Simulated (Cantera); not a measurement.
An isothermal, constant-pressure homogeneous reactor starts with 0.757 % CH₂O, 0.934 % O₂, 98.3 % N₂, equivalence ratio 0.81, at 1250 K and 7.80 atm.

Computed with Cantera and GRI-Mech 3.0 (53 species, 325 reactions).

One state of this run: x CH₂O = <1e-12; x O₂ = 0.00182; x C₂H₄ = <1e-12; x CH₄ = <1e-12; x H₂O = 0.00757; x N₂O = 1.38e-6. x: mole fraction; the columns are a selection and need not sum to one.

Task: Which value of t (s) does it belong to?
A. 0.00107
B. 0.0547
C. 0.00765
D. 0.00286

Result: B, 0.0547
